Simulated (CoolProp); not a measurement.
Vapour-liquid equilibrium of R22 (1) + R123 (2) at 0.0473 bar; x and y are mole fractions of (1).

Computed with CoolProp (multi-fluid Helmholtz-energy mixture model, Kamei 1995 and Younglove 1994; pair parameters Bell 2016).

```json
[
 {"x": "0.05", "bubble temperature, mixture model (°C)": "-50.3", "bubble temperature, Raoult's law (°C)": "-50.6", "y, mixture model": "0.652", "y, Raoult's law": "0.661"},
 {"x": "0.2", "bubble temperature, mixture model (°C)": "-69.6", "bubble temperature, Raoult's law (°C)": "-68.8", "y, mixture model": "0.941", "y, Raoult's law": "0.936"},
 {"x": "0.35", "bubble temperature, mixture model (°C)": "-77.8", "bubble temperature, Raoult's law (°C)": "-76.6", "y, mixture model": "0.979", "y, Raoult's law": "0.976"},
 {"x": "0.5", "bubble temperature, mixture model (°C)": "-82.5", "bubble temperature, Raoult's law (°C)": "-81.4", "y, mixture model": "0.990", "y, Raoult's law": "0.989"},
 {"x": "0.65", "bubble temperature, mixture model (°C)": "-85.5", "bubble temperature, Raoult's law (°C)": "-84.8", "y, mixture model": "0.995", "y, Raoult's law": "0.994"},
 {"x": "0.8", "bubble temperature, mixture model (°C)": "-87.7", "bubble temperature, Raoult's law (°C)": "-87.5", "y, mixture model": "0.997", "y, Raoult's law": "0.998"},
 {"x": "0.95", "bubble temperature, mixture model (°C)": "-89.6", "bubble temperature, Raoult's law (°C)": "-89.6", "y, mixture model": "0.999", "y, Raoult's law": "1.000"}
]
```

The largest gap from Raoult's law is -1.2 K in bubble temperature, at x = 0.35. No azeotrope shows between x = 0.05 and 0.95.

The pair parameters rest on a limited set of measurements; away from them the model extrapolates. The gap from Raoult's law changes sign with composition, which may be real or a fault of the pair parameters; it wasn't checked against measurements.
